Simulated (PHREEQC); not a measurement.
Dissolve 0.41 mol/kgw HF, 0.00043 mol/kgw (CH3)4NF, 2.9e-06 mol/kgw H4SiO4 and 0.00027 mol/kgw HCl at 25 °C. Closed to the air; pH follows from the charge balance.

Equilibrium calculation in PHREEQC: ion-association model, wateq4f.dat.

Q: The ionic strength comes out as 0.0173 mol/kgw. What activity coefficients do HF2-, F-, Cl-, SiF6-2, H+ get?

A: HF2- 0.87, F- 0.87, Cl- 0.87, SiF6-2 0.60, H+ 0.90.

Precipitation was switched off in this run. Species that the database lacks are ignored. (CH3)4N+ isn't in the database: it is added as a free cation with an ion size of 4 Å. wateq4f.dat counts part of the HF as a dimer, H2F2, which phreeqc.dat doesn't know; its constant is uncertain. SiF6-2 is the database's only silicon fluoride.
